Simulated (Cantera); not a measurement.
What does this Cantera script print?

```python
import numpy as np
import cantera as ct

gas = ct.Solution("gri30.yaml")
gas.TPX = 300, 100000, {'CH4': 1, 'CO': 1.1, 'O2': 1.82, 'N2': 6.85}
flame = ct.FreeFlame(gas, width=0.04)
flame.set_refine_criteria(ratio=3, slope=0.08, curve=0.16)
flame.transport_model = "mixture-averaged"
flame.solve(loglevel=0, auto=True)
z, T = flame.grid, flame.T
thick = (T[-1] - T[0]) / np.gradient(T, z).max()
show = ['CH4', 'CO', 'O2', 'CH2O', 'CO2', 'NO2']
print(f"laminar burning velocity  {flame.velocity[0] * 100:.3f} cm/s")
print(f"burnt temperature         {T[-1]:.1f} K")
print(f"thermal thickness         {thick * 1e3:.4f} mm")
print(f"grid points               {len(z)}")
z0 = z[flame.heat_release_rate.argmax()]
print(f"{'z/mm':>9s}{'T/K':>9s}{'u/(m/s)':>9s}" + "".join(f"{s:>11s}" for s in show))
rows = []
for k in (-3, -2, -1.5, -1, -0.5, -0.25, 0, 0.25, 0.5, 1, 2, 4, 8):
    zz = z0 + k * thick
    rows.append([k * thick, np.interp(zz, z, T), np.interp(zz, z, flame.velocity),
                 *(np.interp(zz, z, flame.X[gas.species_index(s)]) for s in show)])
    print(f"{rows[-1][0] * 1e3:9.3f}{rows[-1][1]:9.1f}{rows[-1][2]:9.3f}" + "".join(f"{x:11.3e}" for x in rows[-1][3:]))
```

Result:

```
laminar burning velocity  38.086 cm/s
burnt temperature         2078.5 K
thermal thickness         0.4235 mm
grid points               156
     z/mm      T/K  u/(m/s)        CH4         CO         O2       CH2O        CO2        NO2
   -1.270    300.1    0.381  9.276e-02  1.020e-01  1.688e-01  5.025e-09  4.986e-08  4.545e-11
   -0.847    301.3    0.384  9.246e-02  1.018e-01  1.684e-01  2.277e-07  2.208e-06  1.640e-09
   -0.635    308.5    0.394  9.175e-02  1.015e-01  1.675e-01  2.390e-06  2.293e-05  1.446e-08
   -0.423    398.8    0.514  8.669e-02  1.014e-01  1.616e-01  6.751e-05  6.782e-04  2.479e-07
   -0.212    920.6    1.208  5.906e-02  1.083e-01  1.232e-01  6.490e-04  1.006e-02  1.924e-07
   -0.106   1352.4    1.787  3.260e-02  1.178e-01  8.296e-02  8.087e-04  2.358e-02  3.440e-08
    0.000   1721.7    2.281  8.626e-03  1.255e-01  3.938e-02  4.756e-04  4.312e-02  5.966e-09
    0.106   1883.0    2.485  8.835e-04  1.203e-01  1.403e-02  9.850e-05  6.267e-02  1.434e-09
    0.212   1927.3    2.529  5.544e-05  1.107e-01  5.220e-03  8.383e-06  7.637e-02  1.065e-09
    0.423   1957.9    2.554  2.387e-07  1.015e-01  1.754e-03  4.497e-08  8.769e-02  9.374e-10
    0.847   1987.7    2.585  8.654e-11  9.880e-02  1.011e-03  1.309e-09  9.120e-02  8.630e-10
    1.694   2019.6    2.622  1.108e-13  9.902e-02  5.742e-04  1.290e-09  9.131e-02  7.651e-10
    3.388   2047.3    2.654  1.158e-13  9.948e-02  2.531e-04  1.309e-09  9.115e-02  6.412e-10
```

Cantera simulation using GRI-Mech 3.0 (53 species, 325 reactions); the numbers are that mechanism's predictions, not measurements. Burning velocities carry a grid error of a few per cent, more on coarse grids.
